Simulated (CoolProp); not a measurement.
Computed with CoolProp (reference Helmholtz-energy equation of state, Lemmon 2003). It is a pseudo-pure fit of the blend.

Problem. For R507A, give the phase and the cv (kJ/(kg K)) at -22.45 °C and 998 kPa; 213.55 °C and 46.2 kPa; 100.75 °C and 293 kPa.

Solution. 
- -22.45 °C and 998 kPa: liquid; cv 0.846
- 213.55 °C and 46.2 kPa: gas; cv 1.06
- 100.75 °C and 293 kPa: gas; cv 0.909
